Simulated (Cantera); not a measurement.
A closed system holds: 1 mol B2O3, 0.54 mol NF3, 0.12 mol O2, held at 0.160 bar.

Cantera equilibrium calculation (NASA polynomials, part measured and part estimated; ideal gas, pure solids and liquids). Candidate condensed phases: B, BN, B2O3; 31 gas species. Equilibrium is a limit: real reactors are often held back by kinetics, nucleation or transport. All values below are at 1525 °C.

Base state: BOF 0.639, O2 0.216, N2 0.111, B2O3 0.0208, BF3 0.00878, BO2 0.00222, NO 0.00157, B3O3F3 0.00139 (mole fractions); condensed: B2O3(l).

Task: What changes in the equilibrium state with this change: O2 from 0.12 to 17 mol?

Result: 
| species | before | after |
|---|---|---|
| O2 | 0.216 | 0.892 |
| BOF | 0.639 | 0.0829 |
| N2 | 0.111 | 0.0133 |
| B2O3 | 0.0208 | 0.00877 |
| B3O3F3 | 0.00139 | 3.03e-6 |
| BF3 | 0.00878 | 4.57e-5 |
| BOF2 | 0.000251 | 9.31e-6 |
| B2O3(l), mol | 0.158 | 0 |
